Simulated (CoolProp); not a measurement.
200 sccm (0 °C, 1 atm) of nitrogen bubbles through liquid ethylbenzene at 350 K and leaves saturated at a total pressure of 0.15 MPa (ideal gas phase). Each further row changes one setting.

Model: reference Helmholtz-energy equation of state, Zhou 2012, in CoolProp.

```csv
case,vapour pressure (kPa),mole fraction of vapour,delivery (mg/min),delivery (sccm),change of delivery for a bath 1 K warmer (%)
as stated,14.9,0.0990,104,22.0,4.4
bath temperature 355 K,18.0,0.120,129,27.3,4.4
total pressure 0.3 MPa,14.9,0.0495,49.4,10.4,4.2
```
